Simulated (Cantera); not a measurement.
Input: 1 mol (CH₃)₂SiCl₂, 0.006 mol C₃H₈, 57 mol H₂, at 2523 K and 0.100 bar.

Cantera equilibrium calculation (NASA polynomials, part measured and part estimated; ideal gas, pure solids and liquids). Candidate condensed phases: C, C₆H₆, C₇H₈, C₈H₁₈, Si, SiC; 109 gas species. The feed counts by its element totals alone. The tables' values for SiCl are old estimates; treat these amounts as uncertain. Gases not in the tables: Si₂H₆ and higher silanes. Kinetics and transport are ignored.

Base state: H₂ 0.863, H 0.0817, HCl 0.0283, C₂H₂ (acetylene) 0.0103, Si 0.00943, SiC₂ 0.00261, Cl 0.00189, Si₂C 0.000947 (mole fractions); condensed: C(graphite).

### Question
What changes in the equilibrium state with this change: temperature from 2523 K to 1798.15 K?

### Answer
```tsv
species	before	after
H₂	0.863	0.966
HCl	0.0283	0.0326
H	0.0817	0.00110
C₂H₂ (acetylene)	0.0103	0.000167
SiCl₂	0.000224	8.13e-5
SiC₂	0.00261	1.06e-8
Si₂C	0.000947	7.76e-9
C₂H	7.33e-5	1.65e-9
Si₂	4.36e-5	<1e-9
C(graphite), mol	0.263	0.998
SiC(s), mol	0	0.995
```

### Question
What changes in the equilibrium state with this change: temperature from 2523 K to 2023 K?

### Answer
```tsv
species	before	after
H₂	0.863	0.961
HCl	0.0283	0.0322
H	0.0817	0.00589
C₂H₂ (acetylene)	0.0103	0.000858
SiCl₂	0.000224	0.000150
Si₂	4.36e-5	2.22e-8
SiC₂	0.00261	1.56e-6
C(graphite), mol	0.263	0.923
SiC(s), mol	0	0.987
```

### Question
What changes in the equilibrium state with this change: (CH₃)₂SiCl₂ replaced by Si(CH₃)₄?

### Answer
```json
[
 {"species": "H₂", "before": "0.863", "after": "0.892"},
 {"species": "H", "before": "0.0817", "after": "0.0830"},
 {"species": "C₂H₂ (acetylene)", "before": "0.0103", "after": "0.0106"},
 {"species": "HCl", "before": "0.0283", "after": "0"},
 {"species": "Cl", "before": "0.00189", "after": "0"},
 {"species": "Si", "before": "0.00943", "after": "0.00947"},
 {"species": "SiCl", "before": "0.000363", "after": "0"},
 {"species": "SiCl₂", "before": "0.000224", "after": "0"},
 {"species": "CH₄", "before": "1.08e-5", "after": "1.15e-5"},
 {"species": "CH₃", "before": "1.82e-5", "after": "1.92e-5"},
 {"species": "C(graphite), mol", "before": "0.263", "after": "2.16"}
]
```
